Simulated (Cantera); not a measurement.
Feed: 1 mol TEOS, 0.88 mol CO2, 6.5 mol H2, at 1700 K and 320 Pa.

These are equilibrium values from Cantera (NASA tables, ideal gas, pure condensed phases), not measurements of a reactor. Candidate condensed phases: C, C6H6, C7H8, C8H18, H2O, Si, SiC, SiO2; 123 gas species. The feed counts by its element totals alone. Equilibrium is a limit: real reactors are often held back by kinetics, nucleation or transport.

Task: What is the equilibrium state?

Result: 
```json
{
  "x(H2)": "0.739",
  "x(CO)": "0.257",
  "x(H)": "0.00224",
  "x(SiO)": "0.00105",
  "x(C2H2 (acetylene))": "5.43e-5",
  "x(Si)": "3.15e-6",
  "x(CH4)": "1.92e-6",
  "n(C(graphite))": "2.16 mol",
  "n(SiC(s))": "0.976 mol",
  "gas_amount": "22.29 mol",
  "log10 activity of Si(l) (absent)": "-1.83"
}
```
